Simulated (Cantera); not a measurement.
Equilibrium for silicon epitaxy and polysilicon growth: Si2Cl6 + HCl + H2 + Cl2 + CH4

Input: 1 mol Si2Cl6, 4 mol HCl, 9.4 mol H2, 0.01 mol Cl2, 0.017 mol CH4, at 1.20 mbar.

Equilibrium computed with Cantera from the NASA thermochemical tables; the gas is ideal and each condensed phase is pure. Candidate condensed phases: C, C6H6, C7H8, C8H18, Si, SiC; 109 gas species. The feed counts by its element totals alone. The tables' values for SiCl3 are old estimates; treat these amounts as uncertain. The numbers say what is thermodynamically allowed, not how fast it happens.

From 650 °C to 1100 °C the condensed part is SiC(s). The main Si-bearing gas is SiCl4 at 650 °C and SiCl2 at 1100 °C.

```tsv
T (°C)	x H2	x HCl	x SiCl4	x SiCl2	x SiCl3	n SiC(s)
650	0.716	0.147	0.134	6.68e-5	0.000472	0.0167
725	0.710	0.153	0.129	0.00111	0.00242	0.0170
800	0.691	0.174	0.113	0.00896	0.00795	0.0170
875	0.646	0.222	0.0799	0.0319	0.0152	0.0170
950	0.590	0.283	0.0422	0.0638	0.0184	0.0170
1025	0.548	0.328	0.0162	0.0905	0.0157	0.0170
1100	0.527	0.351	0.00509	0.106	0.0108	0.0170
```
x: gas mole fraction; n: condensed amount in mol.
